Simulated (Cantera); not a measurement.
Input: 1 mol Si, 4.1 mol HCl, 1.6 mol H2, equilibrated at 1275 K and 0.350 bar.

Equilibrium computed with Cantera from the NASA thermochemical tables; the gas is ideal and each condensed phase is pure. Candidate condensed phases: Si; 19 gas species. The tables' values for SiCl3 are old estimates; treat these amounts as uncertain. Equilibrium is a limit: real reactors are often held back by kinetics, nucleation or transport.

Base state: H2 0.682, SiCl4 0.136, HCl 0.111, SiHCl3 0.0338, SiCl3 0.0190, SiCl2 0.0174, SiH2Cl2 0.00117, SiH3Cl 1.12e-5 (mole fractions); condensed: gas only.

Problem. What changes in the equilibrium state with this change: temperature from 1275 K to 1025 K?

Solution. 
| species | before | after |
|---|---|---|
| H2 | 0.682 | 0.739 |
| SiCl4 | 0.136 | 0.186 |
| HCl | 0.111 | 0.0481 |
| SiCl2 | 0.0174 | 0.000149 |
| SiCl3 | 0.0190 | 0.00115 |
| SiHCl3 | 0.0338 | 0.0246 |
| SiH3Cl | 1.12e-5 | 1.37e-6 |
| SiH2Cl2 | 0.00117 | 0.000361 |
